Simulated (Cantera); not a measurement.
Charge: 1 mol Fe2O3, 270 mol H2, 44 mol N2, at 1848.15 K and 750 Torr.

Equilibrium computed with Cantera from the NASA thermochemical tables; the gas is ideal and each condensed phase is pure. Candidate condensed phases: Fe, FeO, Fe(OH)2, Fe(OH)3, Fe2O3, Fe3O4, H2O; 27 gas species. Rates play no part.

Base state: H2 0.850, N2 0.140, H2O 0.00955, H 0.000489, Fe 5.71e-5 (mole fractions); condensed: Fe(l).

### Question
What changes in the equilibrium state with this change: temperature from 1848.15 K to 2100 K?

### Answer
```tsv
species	before	after
H2	0.850	0.847
N2	0.140	0.140
H2O	0.00955	0.00953
H	0.000489	0.00287
Fe	5.71e-5	0.00106
Fe(l), mol	1.98	1.67
```
